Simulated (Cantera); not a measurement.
Cantera run:

```python
import numpy as np
import cantera as ct

gas_names = [...]  # 93 gases of nasa_gas.yaml made of C, H, N, Ti
cond_names = """
    C(gr) C6H6(L) C7H8(L) C8H18(L),n-octa Ti(a) Ti(b) Ti(L) TiC(s) TiC(L) TiN(s) TiN(L)
""".split()


# ... load() reads the species with a 1 bar reference pressure and builds the phases ...
atoms = {
    'Ti(NMe2)4': {'Ti': 1, 'C': 8, 'H': 24, 'N': 4},
    'N2': {'N': 2},
}
top_T = {'C(gr)': 4500}  # K; cautious upper limits of use, not melting points


# ... equilibrate(T, P, feed) seeds the gas with the atoms and calls Mixture.equilibrate('TP', solver="vcs", rtol=1e-11, max_steps=5000) ...
results = []
feed = {'Ti(NMe2)4': 1, 'N2': 0.64}  # mol
P = 10000  # Pa
for T in [1675, 1725, 1775, 1825, 1875, 1925, 1975, 2025, 2075, 2125, 2175]:
    mix = equilibrate(T, P, feed)
    results.append((T, P, feed, dict(zip(mix.species_names, mix.species_moles))))

top = {s: max(r[3][s] / sum(r[3][g] for g in gas_names) for r in results) for s in gas_names}
cols = sorted((s for s in top if top[s] > 1e-05), key=lambda s: -top[s])[:6]
seen = [c for c in cond_names if any(r[3].get(c, 0) > 1e-12 for r in results)]
print("log10 of partial pressures in bar; condensed amounts in mol")
print(f"{'T/K':>10s}" + "".join(f"{s[:9]:>10s}" for s in cols + seen))
for T, P, feed, n in results:
    ng = sum(n[g] for g in gas_names)
    print(f"{T:10.4g}" + "".join(f"{np.log10(max(n[s] / ng * P / 1e5, 1e-99)):10.3f}" for s in cols)
          + "".join(f"{n.get(c, 0):10.4g}" for c in seen))
```

It prints:

```
log10 of partial pressures in bar; condensed amounts in mol
       T/K        H2        N2         H       HCN C2H2,acet       HNC     C(gr)    TiC(s)
      1675    -1.087    -1.745    -4.479    -3.913    -5.323    -5.465     6.979         1
      1725    -1.087    -1.746    -4.275    -3.794    -5.123    -5.291     6.973         1
      1775    -1.087    -1.747    -4.082    -3.683    -4.934    -5.128     6.964         1
      1825    -1.088    -1.748    -3.900    -3.577    -4.756    -4.974     6.954         1
      1875    -1.088    -1.749    -3.728    -3.478    -4.588    -4.829     6.941         1
      1925    -1.089    -1.750    -3.564    -3.384    -4.428    -4.691     6.925         1
      1975    -1.090    -1.751    -3.409    -3.295    -4.277    -4.561     6.906         1
      2025    -1.091    -1.753    -3.261    -3.211    -4.135    -4.437     6.882         1
      2075    -1.093    -1.755    -3.121    -3.132    -3.999    -4.320     6.855         1
      2125    -1.095    -1.758    -2.987    -3.057    -3.870    -4.209     6.822         1
      2175    -1.097    -1.761    -2.860    -2.985    -3.748    -4.104     6.783         1
```

Equilibrium computed with Cantera from the NASA thermochemical tables; the gas is ideal and each condensed phase is pure. The feed counts by its element totals alone. TiC: taken at fixed stoichiometry.
